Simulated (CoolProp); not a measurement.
The fluid at 293.15 K and 13.6 MPa is throttled through a valve to 6.2 MPa with no heat exchange. The same conditions are run with several fluids, on thermodynamics alone (safety and materials aside).

Model: reference Helmholtz-energy equation of state of each fluid (nitrogen: Span 2000; normal hydrogen: Leachman 2009; dry air: Lemmon 2000; C2F6 (R116): Lemmon 2006; CF4 (R14): Platzer 1990), in CoolProp. The equations of Platzer and Polt are older, rougher fits. Blends and air are pseudo-pure fits.

**Question.** Rank nitrogen, normal hydrogen, dry air, C2F6 (R116), CF4 (R14) by temperature change (K), highest first.

**Answer.** normal hydrogen (+2.6), C2F6 (R116) (-2.7), nitrogen (-11.2), dry air (-12.4), CF4 (R14) (-26.5)

```
fluid              final phase  final density (kg/m³)
---------------  -------------  ---------------------
nitrogen         supercritical                   74.9
normal hydrogen  supercritical                   4.90
dry air          supercritical                   78.5
C2F6 (R116)             liquid                   1120
CF4 (R14)        supercritical                    395
```
